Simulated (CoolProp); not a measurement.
Properties of carbonyl sulfide along the isotherm 217.9 K (Tc = 378.8 K, pc = 63.69 bar, ω = 0.098).

The numbers come from the reference Helmholtz-energy equation of state, Lemmon 2006 in CoolProp. It is a short technical equation, of lower accuracy than the large ones.

| p (bar) | phase | density (kg/m³) | speed of sound (m/s) | expansivity (1/kK) | fugacity coefficient |
|---|---|---|---|---|---|
| 1.58 | liquid | 1185 | 1058 | 1.788 | 0.4928 |
| 3.6 | liquid | 1186 | 1059 | 1.784 | 0.2175 |
| 8.19 | liquid | 1186 | 1061 | 1.778 | 0.09684 |
| 18.6 | liquid | 1188 | 1067 | 1.763 | 0.04390 |
| 42.4 | liquid | 1191 | 1078 | 1.729 | 0.02058 |
| 96.5 | liquid | 1199 | 1104 | 1.661 | 0.01051 |
| 220 | liquid | 1214 | 1157 | 1.531 | 0.006471 |
| 500 | liquid | 1244 | 1261 | 1.323 | 0.006058 |
